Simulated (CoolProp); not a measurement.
n-heptane at 254.39 K and 11.5 MPa is throttled through a valve to 4.91 MPa with no heat exchange. Each further row changes one setting.

Model: reference Helmholtz-energy equation of state, Span 2003, in CoolProp. It is a short technical equation, of lower accuracy than the large ones.

| case | temperature change (K) | final density (kg/m³) |
|---|---|---|
| as stated | … | … |
| outlet pressure 1.47 MPa | … | … |
| outlet pressure 6.38 MPa | … | … |

Q: Fill in the missing entries.

A: 
- as stated, temperature change (K): +3.1
- as stated, final density (kg/m³): 717
- outlet pressure 1.47 MPa, temperature change (K): +4.8
- outlet pressure 1.47 MPa, final density (kg/m³): 713
- outlet pressure 6.38 MPa, temperature change (K): +2.4
- outlet pressure 6.38 MPa, final density (kg/m³): 719
